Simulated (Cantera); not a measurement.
Standard-state values (1 bar) from the NASA 1993 polynomials, evaluated with Cantera. Values are per mole of reaction as written; species without (g) are pure solids or liquids, kept so even where they would boil at 1 bar. TiC: taken at fixed stoichiometry.

3 C3H8(g) + Ti = 8 CH3(g) + TiC, with ΔH° = 1305.3 kJ and ΔS° = 735.2 J/K at 300 K.

How far is the shortcut ΔG° ≈ ΔH°(300 K) − T·ΔS°(300 K) from the full temperature-dependent value at 373, 423, 473, 523, 573, 623, 673, 723, 773 K?


```
T (K)  shortcut (kJ)  full (kJ)  difference (kJ)  difference in log10 K
-----  -------------  ---------  ---------------  ---------------------
373           1031.1     1030.3              0.7                  -0.10
423            994.3      992.4              1.9                  -0.23
473            957.6      954.1              3.4                  -0.38
523            920.8      915.6              5.2                  -0.52
573            884.0      876.9              7.1                  -0.65
623            847.3      838.1              9.2                  -0.77
673            810.5      799.3             11.3                  -0.87
723            773.8      760.4             13.4                  -0.97
773            737.0      721.5             15.5                  -1.05
```
The shortcut ignores the heat-capacity change of the reaction.
